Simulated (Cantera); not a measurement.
A perfectly stirred reactor is fed with NH3 : N2 = 1 : 14 (molar parts), at 0.0263 atm; it is held at 2000 K, and followed from long to short residence time.

Detailed kinetics in Cantera: the gas-phase N/H chemistry of the illustrative SiF4/NH3 mechanism in the Surface Chemkin manual (1991). Walls and surfaces, which speed up NH3 decomposition in real reactors, are not modelled.

x: mole fraction; the columns are a selection and need not sum to one.

```csv
τ (s),x NH3,x NH2,x N2,x H,x N2H2
3.1,0.0133,9.43e-5,0.912,…,1.07e-7
1.1,0.0257,0.000158,0.917,…,2.50e-7
0.40,0.0406,0.000235,0.923,…,4.63e-7
0.14,0.0538,0.000324,0.928,…,6.90e-7
0.052,0.0613,0.000399,0.931,…,7.75e-7
0.019,0.0650,0.000396,0.933,…,5.53e-7
0.0067,0.0663,0.000231,0.933,…,1.51e-7
```

Problem. What belongs in the gaps?

Solution. 
- 3.1, x H: 0.000183
- 1.1, x H: 0.000123
- 0.40, x H: 7.46e-5
- 0.14, x H: 3.93e-5
- 0.052, x H: 1.85e-5
- 0.019, x H: 6.03e-6
- 0.0067, x H: 1.23e-6
